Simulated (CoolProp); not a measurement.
Vapour-liquid equilibrium of R22 (1) + R134a (2) at 36.95 °C; x and y are mole fractions of (1).

Computed with CoolProp (multi-fluid Helmholtz-energy mixture model, Kamei 1995 and Tillner-Roth 1994; pair parameters Bell 2016).

```
x     bubble pressure, mixture model (bar)  bubble pressure, Raoult's law (bar)  y, mixture model  y, Raoult's law
----  ------------------------------------  -----------------------------------  ----------------  ---------------
0.05                                 9.665                                9.603             0.073            0.074
0.15                                 10.25                                10.09             0.206            0.211
0.25                                   [?]                                10.58             0.324            0.336
0.35                                 11.33                                11.06             0.432            0.450
0.45                                   [?]                                11.55             0.531            0.554
0.55                                   [?]                                12.04             0.624            0.650
0.65                                   [?]                                12.52               [?]            0.738
0.75                                 13.20                                13.01             0.797            0.820
0.85                                 13.62                                13.50               [?]            0.896
0.95                                 14.03                                13.98               [?]            0.967
```

Problem. Fill in the missing entries.

Solution. 
- 0.25, bubble pressure, mixture model (bar): 10.80
- 0.45, bubble pressure, mixture model (bar): 11.83
- 0.55, bubble pressure, mixture model (bar): 12.30
- 0.65, bubble pressure, mixture model (bar): 12.76
- 0.65, y, mixture model: 0.712
- 0.85, y, mixture model: 0.879
- 0.95, y, mixture model: 0.960

The largest gap from Raoult's law is +2.4 % in bubble pressure, at x = 0.45. No azeotrope shows between x = 0.05 and 0.95.

Pair parameters are fitted to limited data, so mixtures are less certain than the pure fluids.
